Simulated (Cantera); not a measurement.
Mixture: CO : H2 : O2 : N2 = 1 : 0.06 : 0.697 : 2.62 (molar parts), at 15.8 atm, adiabatic and at constant pressure. Ignition delay is the time to a rise of 400 K.

Computed with Cantera and GRI-Mech 3.0 (53 species, 325 reactions). The hydrogen kinetics of GRI-Mech 3.0 are dated; newer H2 mechanisms differ, most at raised pressure. The pressure lies above the range GRI-Mech 3.0 was tuned for (to about 10 atm). Where the delays flatten at high temperature, the 400 K rule measures the pace of heat release, not the induction time.

**Question.** Predict: delay at 1275 K; delay at 1325 K; delay at 1375 K; delay at 1425 K; delay at 1475 K; delay at 1525 K; delay at 1575 K; apparent activation energy between 1475 and 1575 K.

**Answer.** 
* **delay at 1275 K**: 27.5 µs
* **delay at 1325 K**: 15.6 µs
* **delay at 1375 K**: 10.3 µs
* **delay at 1425 K**: 7.54 µs
* **delay at 1475 K**: 5.95 µs
* **delay at 1525 K**: 4.94 µs
* **delay at 1575 K**: 4.25 µs
* **apparent activation energy between 1475 and 1575 K**: 65 kJ/mol
